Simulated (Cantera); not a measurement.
# Stirred combustor or abatement burner

A perfectly stirred reactor is fed with 8.68 % CO, 7.81 % H₂, 17.5 % O₂, 66.0 % N₂, equivalence ratio 0.47, at 5850 Torr; it is adiabatic with a 675 K inlet, and is followed from long to short residence time, starting on the burning branch (τ in s: 0.041, 0.021, 0.01, 0.0052, 0.0026, 0.0013, 0.00065, 0.00033, 0.00016, 8.2e-05, 4.1e-05).

Cantera simulation using GRI-Mech 3.0 (53 species, 325 reactions); the numbers are that mechanism's predictions, not measurements. The hydrogen kinetics of GRI-Mech 3.0 are dated; newer H2 mechanisms differ, most at raised pressure.

```
τ (s)    T (K)      x CO      x H₂   x O₂       x O      x NO   x H₂O₂
-------  -----  --------  --------  -----  --------  --------  -------
0.041     1954  0.000251   3.51e-5  0.101   7.41e-5  0.000110  1.39e-7
0.021     1952  0.000372   4.76e-5  0.101   9.15e-5   7.31e-5  1.55e-7
0.010     1950  0.000599   7.13e-5  0.101  0.000126   5.22e-5  1.85e-7
0.0052    1946  0.000924  0.000105  0.101  0.000178   4.27e-5  2.27e-7
0.0026    1940   0.00147  0.000163  0.101  0.000267   3.68e-5  2.91e-7
0.0013    1931   0.00232  0.000252  0.102  0.000408   3.25e-5  3.81e-7
0.00065   1917   0.00368  0.000392  0.102  0.000627   2.81e-5  5.03e-7
0.00033   1897   0.00574  0.000602  0.103  0.000946   2.33e-5  6.66e-7
0.00016   1863   0.00925  0.000947  0.104   0.00143   1.82e-5  9.12e-7
8.2e-5    1815    0.0144   0.00145  0.106   0.00201   1.42e-5  1.26e-6
4.1e-5    1737    0.0233   0.00233  0.110   0.00263   1.02e-5  1.90e-6
```
x: mole fraction; the columns are a selection and need not sum to one.
